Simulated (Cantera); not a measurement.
A Cantera script and its output.

```python
import numpy as np
import cantera as ct

gas = ct.Solution("gri30.yaml")
gas.TPX = 525, 100000, {'CH4': 1, 'O2': 1.54, 'N2': 5.78}
flame = ct.FreeFlame(gas, width=0.04)
flame.set_refine_criteria(ratio=3, slope=0.08, curve=0.16)
flame.transport_model = "mixture-averaged"
flame.solve(loglevel=0, auto=True)
z, T = flame.grid, flame.T
thick = (T[-1] - T[0]) / np.gradient(T, z).max()
show = ['CH4', 'O2', 'CO2', 'H2', 'C2H6', 'O']
print(f"laminar burning velocity  {flame.velocity[0] * 100:.3f} cm/s")
print(f"burnt temperature         {T[-1]:.1f} K")
print(f"thermal thickness         {thick * 1e3:.4f} mm")
print(f"grid points               {len(z)}")
z0 = z[flame.heat_release_rate.argmax()]
print(f"{'z/mm':>9s}{'T/K':>9s}{'u/(m/s)':>9s}" + "".join(f"{s:>11s}" for s in show))
rows = []
for k in (-3, -2, -1.5, -1, -0.5, -0.25, 0, 0.25, 0.5, 1, 2, 4, 8):
    zz = z0 + k * thick
    rows.append([k * thick, np.interp(zz, z, T), np.interp(zz, z, flame.velocity),
                 *(np.interp(zz, z, flame.X[gas.species_index(s)]) for s in show)])
    print(f"{rows[-1][0] * 1e3:9.3f}{rows[-1][1]:9.1f}{rows[-1][2]:9.3f}" + "".join(f"{x:11.3e}" for x in rows[-1][3:]))
```

Output:

```
laminar burning velocity  74.893 cm/s
burnt temperature         2209.9 K
thermal thickness         0.4190 mm
grid points               145
     z/mm      T/K  u/(m/s)        CH4         O2        CO2         H2       C2H6          O
   -1.257    525.3    0.751  1.199e-01  1.847e-01  2.309e-07  2.249e-03  5.077e-08  9.022e-13
   -0.838    529.0    0.759  1.190e-01  1.837e-01  5.368e-06  6.590e-03  1.325e-06  9.514e-11
   -0.628    542.9    0.783  1.173e-01  1.820e-01  3.517e-05  1.170e-02  9.364e-06  1.255e-09
   -0.419    640.7    0.935  1.093e-01  1.740e-01  4.565e-04  2.156e-02  1.377e-04  6.655e-08
   -0.209   1100.4    1.641  7.426e-02  1.330e-01  4.902e-03  3.632e-02  1.359e-03  9.454e-06
   -0.105   1504.2    2.273  4.075e-02  8.890e-02  1.173e-02  4.368e-02  1.424e-03  7.813e-05
    0.000   1864.1    2.847  1.115e-02  4.151e-02  2.209e-02  4.705e-02  1.848e-04  3.338e-04
    0.105   2034.0    3.113  1.335e-03  1.437e-02  3.271e-02  4.458e-02  2.874e-06  6.403e-04
    0.209   2080.5    3.177  1.072e-04  5.021e-03  4.071e-02  4.232e-02  2.304e-08  7.504e-04
    0.419   2104.0    3.201  8.694e-07  1.522e-03  4.803e-02  4.223e-02  2.289e-12  6.774e-04
    0.838   2126.0    3.227  8.245e-10  9.217e-04  5.065e-02  4.291e-02  8.174e-18  5.080e-04
    1.676   2151.9    3.261  2.173e-13  5.827e-04  5.086e-02  4.298e-02  7.641e-22  3.205e-04
    3.352   2177.3    3.295  7.972e-14  2.985e-04  5.079e-02  4.295e-02  8.997e-26  1.624e-04
```

Model: GRI-Mech 3.0 (53 species, 325 reactions), integrated in Cantera. Burning velocities carry a grid error of a few per cent, more on coarse grids.
